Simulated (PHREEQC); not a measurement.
Make-up at 25 °C: 0.011 mol/kgw ZnCl2, 0.00071 mol/kgw NaCl and 0.0023 mol/kgw FeSO4. Closed to the air; pH follows from the charge balance.

Computed with PHREEQC (ion-association model, wateq4f.dat).

```csv
quantity,before,after
pH,5.54,5.99
Zn+2 (mol/kgw),0.00988,0.000921
SO4-2 (mol/kgw),0.00136,0.00184
ZnSO4 (mol/kgw),0.000794,0.000171
ZnCl+ (mol/kgw),0.000305,4.75e-6
SI of Zincite(c) (ZnO),-2.35,-2.38
SI of Goslarite (ZnSO4:7H2O),-3.51,-4.18
```

### Question
Which change was made?
(A) ZnCl2 from 0.011 to 0.0121 mol/kgw
(B) 0.00018 mol/kgw HBr added
(C) ZnCl2 from 0.011 to 0.0011 mol/kgw
(D) FeSO4 replaced by MnSO4 at the same molality
(E) temperature from 25 to 5 °C

### Answer
C, ZnCl2 from 0.011 to 0.0011 mol/kgw

Precipitation was switched off in this run.
